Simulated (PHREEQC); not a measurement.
Consider water at 25 °C with 0.049 mol Na3PO4 per kg of water. Closed to the air; pH follows from the charge balance.

The numbers come from PHREEQC with the ion-association model, wateq4f.dat.

Task: The ionic strength comes out as 0.262 mol/kgw. What activity coefficients do PO4-3, Na+, HPO4-2, NaHPO4-, OH- get?

Result: PO4-3 0.053, Na+ 0.73, HPO4-2 0.27, NaHPO4- 0.73, OH- 0.69.

Precipitation was switched off in this run. H3PO4, which wateq4f.dat lacks, is added to it with the constant of phreeqc.dat.
